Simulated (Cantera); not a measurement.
Input: 1 mol CuO, 6.6 mol CO, held at 0.100 bar.

Cantera equilibrium calculation (NASA polynomials, part measured and part estimated; ideal gas, pure solids and liquids). Candidate condensed phases: C, Cu, CuO, Cu2O; 15 gas species. Equilibrium is a limit: real reactors are often held back by kinetics, nucleation or transport.

Task: At 1698 K, list the 3 most abundant gas species with their mole fractions, and the condensed phases.

Result: CO 0.847, CO2 0.151, Cu 0.00155. Condensed: Cu(l).
